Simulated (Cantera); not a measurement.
Feed: 1 mol Pb, 50 mol N2, 0.62 mol CO, at 1398 K and 0.100 bar.

These are equilibrium values from Cantera (NASA tables, ideal gas, pure condensed phases), not measurements of a reactor. Candidate condensed phases: C, Pb, PbO, PbO2, Pb3O4; 27 gas species. Kinetics and transport are ignored.

Base state: N2 0.969, Pb 0.0194, CO 0.0120 (mole fractions); condensed: gas only.

Task: What changes in the equilibrium state with this change: temperature from 1398 K to 900 K?

Result: 
```json
[
 {"species": "N2", "before": "0.969", "after": "0.988"},
 {"species": "CO", "before": "0.0120", "after": "0.0121"},
 {"species": "CO2", "before": "2.53e-8", "after": "8.16e-5"},
 {"species": "Pb", "before": "0.0194", "after": "1.37e-5"},
 {"species": "C(graphite), mol", "before": "0", "after": "0.00413"},
 {"species": "Pb(l), mol", "before": "0", "after": "0.999"}
]
```
